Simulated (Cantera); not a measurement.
Input: 1 mol Fe, 5.9 mol CO2, 94 mol CO, equilibrated at 2.10 Torr.

Cantera equilibrium calculation (NASA polynomials, part measured and part estimated; ideal gas, pure solids and liquids). Candidate condensed phases: C, Fe, Fe(CO)5, FeO, Fe2O3, Fe3O4; 15 gas species. Equilibrium is a limit: real reactors are often held back by kinetics, nucleation or transport.

x: gas mole fraction; n: condensed amount in mol.

| T (K) | x CO | x CO2 | x Fe | x FeO | n Fe(δ) |
|---|---|---|---|---|---|
| 1698 | 0.939 | 0.0589 | 0.00217 | … | 0.782 |
| 1723 | 0.938 | 0.0589 | 0.00326 | … | 0.673 |
| 1748 | 0.936 | 0.0588 | 0.00483 | … | 0.515 |
| 1773 | 0.934 | 0.0586 | 0.00706 | … | 0.288 |
| 1798 | 0.932 | 0.0584 | 0.00988 | … | 0 |
| 1823 | 0.932 | 0.0584 | 0.00988 | … | 0 |
| 1848 | 0.932 | 0.0584 | 0.00988 | … | 0 |
| 1873 | 0.932 | 0.0584 | 0.00987 | … | 0 |
| 1898 | 0.932 | 0.0584 | 0.00987 | … | 0 |
| 1923 | 0.932 | 0.0584 | 0.00987 | … | 0 |
| 1948 | 0.932 | 0.0584 | 0.00986 | … | 0 |
| 1973 | 0.932 | 0.0584 | 0.00986 | … | 0 |
| 1998 | 0.932 | 0.0584 | 0.00985 | 5.61e-5 | 0 |

**Question.** What belongs in the gaps?

**Answer.** 
- 1698, x FeO: 3.94e-6
- 1723, x FeO: 6.60e-6
- 1748, x FeO: 1.09e-5
- 1773, x FeO: 1.77e-5
- 1798, x FeO: 2.74e-5
- 1823, x FeO: 3.03e-5
- 1848, x FeO: 3.33e-5
- 1873, x FeO: 3.66e-5
- 1898, x FeO: 4.01e-5
- 1923, x FeO: 4.37e-5
- 1948, x FeO: 4.76e-5
- 1973, x FeO: 5.18e-5
